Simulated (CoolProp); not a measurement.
Values from CoolProp's reference Helmholtz-energy equation of state, Thol 2014.

**Question.** Give the vapour pressure (kPa), liquid density (kg/m³), vapour density (kg/m³) of saturated chloromethane (R40) at 313, 357.3, 362.2 K.

**Answer.** 
| T (K) | p (kPa) | liquid density (kg/m³) | vapour density (kg/m³) |
|---|---|---|---|
| 313 | 870 | 881 | 19.6 |
| 357.3 | 2390 | 772 | 55.7 |
| 362.2 | 2640 | 758 | 62.1 |
